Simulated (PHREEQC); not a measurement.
Consider water at 37 °C with 0.1 mmol/kgw CaSO4, 2.6 mmol/kgw Na2HPO4 and 0.05 mmol/kgw NaCl. Closed to the air; pH follows from the charge balance.

All values are PHREEQC results (ion-association model, wateq4f.dat), not measurements.

This is a speciation only: nothing precipitates in the calculation.

### Question
Predict the pH.

### Answer
pH 8.70.

### Question
In which forms is Ca present?

### Answer
CaPO4- 42 %, Ca+2 32 %, CaHPO4 26 % of the Ca.

The solution is supersaturated, for example in Hydroxyapatite, so a real one may precipitate; this is no full list. H3PO4, which wateq4f.dat lacks, is added to it with the constant of phreeqc.dat. At this temperature some constants are extrapolated from 25 °C, and those without enthalpy data are left unchanged.
